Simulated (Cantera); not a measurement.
Equilibrium for sublimation and decomposition of ceramics: TiC + C + H2

Charge: 1 mol TiC, 0.086 mol C, 0.39 mol H2, held at 2648.15 K and 5.00 bar.

Cantera equilibrium calculation (NASA polynomials, part measured and part estimated; ideal gas, pure solids and liquids). Candidate condensed phases: C, C6H6, C7H8, C8H18, Ti, TiC; 77 gas species. TiC: taken at fixed stoichiometry. Rates play no part.

* **x(H2)**: 0.960
* **x(H)**: 0.0204
* **x(C2H2 (acetylene))**: 0.0187
* **x(CH4)**: 0.000552
* **x(CH3)**: 0.000204
* **x(C4H2)**: 0.000151
* **x(C2H4)**: 3.98e-5
* **x(C2H)**: 3.83e-5
* **x(C2H2 (vinylidene))**: 2.34e-5
* **n(C(graphite))**: 0.0706 mol
* **n(TiC(s))**: 1.000 mol
* **gas amount**: 0.3937 mol
* **log10 activity of Ti(l) (absent)**: -2.78
